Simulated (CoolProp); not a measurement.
Propyne along the isotherm 173.55 °C: Z from the reference equation and from simpler models built on Tc = 129.6 °C, pc = 5.658 MPa, ω = 0.204; each cubic takes its own stable root.

Model: reference Helmholtz-energy equation of state, Polt 1992, in CoolProp. This equation is an older, rougher fit; its heat capacities, sound speeds and derivatives of the liquid may be far off and weren't checked against measurements.

```
p (MPa)          phase  reference
-------  -------------  ---------
0.0268             gas     0.9988
0.0394             gas     0.9983
0.0578             gas     0.9974
0.0849             gas     0.9962
0.125              gas     0.9944
0.183              gas     0.9919
0.268              gas     0.9881
0.394              gas     0.9824
0.578              gas     0.9741
0.849              gas     0.9618
1.25               gas     0.9433
1.83               gas     0.9160
2.68               gas     0.8748
3.94               gas     0.8102
5.78     supercritical     0.7055
8.49     supercritical     0.5247
```

Problem. How far does each simpler model (van der Waals, Redlich-Kwong, Peng-Robinson) lie from the reference over these 16 states: mean and median of the absolute difference, and the worst?

Solution. 
- van der Waals: mean 1.0 %, median 0.2 %, worst -11.4 % at 173.55 °C and 8.49 MPa
- Redlich-Kwong: mean 0.4 %, median 0.0 %, worst -3.1 % at 173.55 °C and 8.49 MPa
- Peng-Robinson: mean 0.5 %, median 0.2 %, worst -2.5 % at 173.55 °C and 5.78 MPa
